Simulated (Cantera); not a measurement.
What does this Cantera script print?

```python
import numpy as np
import cantera as ct

gas_names = """
    CL CL2 H HCL H2 Si SiCL SiCL2 SiCL3 SiCL4 SiH SiHCL3 SiH2 SiH2CL2 SiH3 SiH3CL SiH4 Si2 Si3
""".split()
cond_names = """
    Si(cr) Si(L)
""".split()


# ... load() reads the species with a 1 bar reference pressure and builds the phases ...
atoms = {
    'Si': {'Si': 1},
    'Cl2': {'CL': 2},
    'H2': {'H': 2},
}
top_T = {}  # K; cautious upper limits of use, not melting points


# ... equilibrate(T, P, feed) seeds the gas with the atoms and calls Mixture.equilibrate('TP', solver="vcs", rtol=1e-11, max_steps=5000) ...
results = []
P = 13332.2  # Pa
for T in [673, 748, 823, 898, 973, 1048, 1123, 1198, 1273, 1348, 1423, 1498, 1573, 1648]:
    for m in [0.5, 0.59, 0.69, 0.81, 0.95, 1.1, 1.3, 1.5, 1.8, 2.1]:
        feed = {'Si': 1, 'Cl2': m, 'H2': 0.85}  # mol
        mix = equilibrate(T, P, feed)
        results.append((T, P, feed, dict(zip(mix.species_names, mix.species_moles))))

for T, P, feed, n in results:
    print(f"{T:7g} {feed['Cl2']:10.4g}  " + (" + ".join(c for c in cond_names if n.get(c, 0) > 1e-12) or "gas only"))
```

Result:

```
    673        0.5  Si(cr)
    673       0.59  Si(cr)
    673       0.69  Si(cr)
    673       0.81  Si(cr)
    673       0.95  Si(cr)
    673        1.1  Si(cr)
    673        1.3  Si(cr)
    673        1.5  Si(cr)
    673        1.8  Si(cr)
    673        2.1  gas only
    748        0.5  Si(cr)
    748       0.59  Si(cr)
    748       0.69  Si(cr)
    748       0.81  Si(cr)
    748       0.95  Si(cr)
    748        1.1  Si(cr)
    748        1.3  Si(cr)
    748        1.5  Si(cr)
    748        1.8  Si(cr)
    748        2.1  gas only
    823        0.5  Si(cr)
    823       0.59  Si(cr)
    823       0.69  Si(cr)
    823       0.81  Si(cr)
    823       0.95  Si(cr)
    823        1.1  Si(cr)
    823        1.3  Si(cr)
    823        1.5  Si(cr)
    823        1.8  Si(cr)
    823        2.1  gas only
    898        0.5  Si(cr)
    898       0.59  Si(cr)
    898       0.69  Si(cr)
    898       0.81  Si(cr)
    898       0.95  Si(cr)
    898        1.1  Si(cr)
    898        1.3  Si(cr)
    898        1.5  Si(cr)
    898        1.8  Si(cr)
    898        2.1  gas only
    973        0.5  Si(cr)
    973       0.59  Si(cr)
    973       0.69  Si(cr)
    973       0.81  Si(cr)
    973       0.95  Si(cr)
    973        1.1  Si(cr)
    973        1.3  Si(cr)
    973        1.5  Si(cr)
    973        1.8  Si(cr)
    973        2.1  gas only
   1048        0.5  Si(cr)
   1048       0.59  Si(cr)
   1048       0.69  Si(cr)
   1048       0.81  Si(cr)
   1048       0.95  Si(cr)
   1048        1.1  Si(cr)
   1048        1.3  Si(cr)
   1048        1.5  Si(cr)
   1048        1.8  Si(cr)
   1048        2.1  gas only
   1123        0.5  Si(cr)
   1123       0.59  Si(cr)
   1123       0.69  Si(cr)
   1123       0.81  Si(cr)
   1123       0.95  Si(cr)
   1123        1.1  Si(cr)
   1123        1.3  Si(cr)
   1123        1.5  Si(cr)
   1123        1.8  Si(cr)
   1123        2.1  gas only
   1198        0.5  Si(cr)
   1198       0.59  Si(cr)
   1198       0.69  Si(cr)
   1198       0.81  Si(cr)
   1198       0.95  Si(cr)
   1198        1.1  Si(cr)
   1198        1.3  Si(cr)
   1198        1.5  Si(cr)
   1198        1.8  Si(cr)
   1198        2.1  gas only
   1273        0.5  Si(cr)
   1273       0.59  Si(cr)
   1273       0.69  Si(cr)
   1273       0.81  Si(cr)
   1273       0.95  Si(cr)
   1273        1.1  Si(cr)
   1273        1.3  Si(cr)
   1273        1.5  Si(cr)
   1273        1.8  Si(cr)
   1273        2.1  gas only
   1348        0.5  Si(cr)
   1348       0.59  Si(cr)
   1348       0.69  Si(cr)
   1348       0.81  Si(cr)
   1348       0.95  Si(cr)
   1348        1.1  Si(cr)
   1348        1.3  Si(cr)
   1348        1.5  Si(cr)
   1348        1.8  gas only
   1348        2.1  gas only
   1423        0.5  Si(cr)
   1423       0.59  Si(cr)
   1423       0.69  Si(cr)
   1423       0.81  Si(cr)
   1423       0.95  Si(cr)
   1423        1.1  Si(cr)
   1423        1.3  Si(cr)
   1423        1.5  Si(cr)
   1423        1.8  gas only
   1423        2.1  gas only
   1498        0.5  Si(cr)
   1498       0.59  Si(cr)
   1498       0.69  Si(cr)
   1498       0.81  Si(cr)
   1498       0.95  Si(cr)
   1498        1.1  Si(cr)
   1498        1.3  Si(cr)
   1498        1.5  gas only
   1498        1.8  gas only
   1498        2.1  gas only
   1573        0.5  Si(cr)
   1573       0.59  Si(cr)
   1573       0.69  Si(cr)
   1573       0.81  Si(cr)
   1573       0.95  Si(cr)
   1573        1.1  Si(cr)
   1573        1.3  Si(cr)
   1573        1.5  gas only
   1573        1.8  gas only
   1573        2.1  gas only
   1648        0.5  Si(cr)
   1648       0.59  Si(cr)
   1648       0.69  Si(cr)
   1648       0.81  Si(cr)
   1648       0.95  Si(cr)
   1648        1.1  Si(cr)
   1648        1.3  gas only
   1648        1.5  gas only
   1648        1.8  gas only
   1648        2.1  gas only
```

Method: chemical equilibrium by Gibbs-energy minimisation in Cantera with the NASA 1993 tables (ideal gas, pure condensed phases). The tables' values for SiCl3 are old estimates.
